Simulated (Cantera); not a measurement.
Input: 1 mol BN, 1.5 mol NF₃, 5.3 mol H₂, 6.5 mol HCl, held at 10.0 mbar.

These are equilibrium values from Cantera (NASA tables, ideal gas, pure condensed phases), not measurements of a reactor. Candidate condensed phases: B, BN, NH₄Cl; 40 gas species. The tables' values for BF₂ are old estimates; treat these amounts as uncertain. The numbers say what is thermodynamically allowed, not how fast it happens.

Question: At 1475 K, list the 4 most abundant gas species with their mole fractions, and the condensed phases.

Answer: HCl 0.439, H₂ 0.307, HF 0.102, N₂ 0.0844. Condensed: gas only.
